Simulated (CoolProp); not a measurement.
A single-stage vapour-compression cycle with the fluid: evaporating at 296.15 K (dew point), condensing at 321.15 K (bubble point), superheat 10 K, subcooling 2 K, compressor efficiency 0.7, no pressure losses. The same conditions are run with several fluids, on thermodynamics alone (safety and materials aside).

The numbers come from the reference Helmholtz-energy equation of state of each fluid (R1224YDZ: Akasaka 2023; isobutane: Bücker 2006; propyne: Polt 1992; R142b: Lemmon 2006; R227EA: Lemmon 2016; R1233zd(E): Akasaka 2022) in CoolProp. The equations of Platzer and Polt are older, rougher fits.

```tsv
fluid	cooling COP	pressure ratio	discharge temperature (K)	refrigerating effect (kJ/kg)	volumetric capacity (kJ/m³)
R1224YDZ	(withheld)	2.27	333.6	147	(withheld)
isobutane	7.46	1.97	333.1	291	2400
propyne	(withheld)	1.97	347.4	431	4100
R142b	7.53	2.04	338.7	182	2470
R227EA	7.10	2.04	328.4	(withheld)	3020
R1233zd(E)	(withheld)	(withheld)	336.6	(withheld)	(withheld)
```

### Question
Fill in the missing entries.

### Answer

- R1224YDZ, cooling COP: 7.61
- R1224YDZ, volumetric capacity (kJ/m³): 1240
- propyne, cooling COP: 7.51
- R227EA, refrigerating effect (kJ/kg): 93.7
- R1233zd(E), cooling COP: 7.67
- R1233zd(E), pressure ratio: 2.28
- R1233zd(E), refrigerating effect (kJ/kg): 172
- R1233zd(E), volumetric capacity (kJ/m³): 1120
